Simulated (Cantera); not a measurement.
A Cantera script and what it prints.

```python
import numpy as np
import cantera as ct

gas_names = """
    Cu CuO Cu2 H HO2 H2 H2O H2O2 O OH O2 O3
""".split()
cond_names = """
    Cu(cr) Cu(L) CuO(s) CuO2H2(s) Cu2O(s) Cu2O(L) H2O(s) H2O(L)
""".split()


# ... load() reads the species with a 1 bar reference pressure and builds the phases ...
atoms = {
    'Cu': {'Cu': 1},
    'O2': {'O': 2},
    'H2': {'H': 2},
}
top_T = {'CuO(s)': 1390}  # K; cautious upper limits of use, not melting points


# ... equilibrate(T, P, feed) seeds the gas with the atoms and calls Mixture.equilibrate('TP', solver="vcs", rtol=1e-11, max_steps=5000) ...
results = []
feed = {'Cu': 1, 'O2': 0.038, 'H2': 3}  # mol
P = 1333.22  # Pa
for T in [675, 875, 1075, 1275, 1475, 1675, 1875]:
    mix = equilibrate(T, P, feed)
    results.append((T, P, feed, dict(zip(mix.species_names, mix.species_moles))))

top = {s: max(r[3][s] / sum(r[3][g] for g in gas_names) for r in results) for s in gas_names}
cols = sorted((s for s in top if top[s] > 1e-06), key=lambda s: -top[s])[:9]
seen = [c for c in cond_names if any(r[3].get(c, 0) > 1e-12 for r in results)]
print("log10 of partial pressures in bar; condensed amounts in mol")
print(f"{'T/K':>10s}" + "".join(f"{s[:9]:>10s}" for s in cols + seen))
for T, P, feed, n in results:
    ng = sum(n[g] for g in gas_names)
    print(f"{T:10.4g}" + "".join(f"{np.log10(max(n[s] / ng * P / 1e5, 1e-99)):10.3f}" for s in cols)
          + "".join(f"{n.get(c, 0):10.4g}" for c in seen))
```

Output:

```
log10 of partial pressures in bar; condensed amounts in mol
       T/K        H2        Cu       H2O         H       Cu2        OH    Cu(cr)     Cu(L)
       675    -1.886   -19.226    -3.471   -15.150   -28.580   -21.006         1         0
       875    -1.886   -13.299    -3.471   -11.243   -20.118   -15.963         1         0
      1075    -1.886    -9.593    -3.471    -8.777   -14.844   -12.783         1         0
      1275    -1.886    -7.063    -3.471    -7.076   -11.256   -10.595         1         0
      1475    -1.886    -5.271    -3.472    -5.830    -8.749    -8.997         0    0.9988
      1675    -1.890    -3.942    -3.475    -4.880    -6.914    -7.781         0     0.974
      1875    -1.931    -2.905    -3.516    -4.149    -5.488    -6.841         0    0.6889
```

Cantera equilibrium calculation (NASA polynomials, part measured and part estimated; ideal gas, pure solids and liquids).
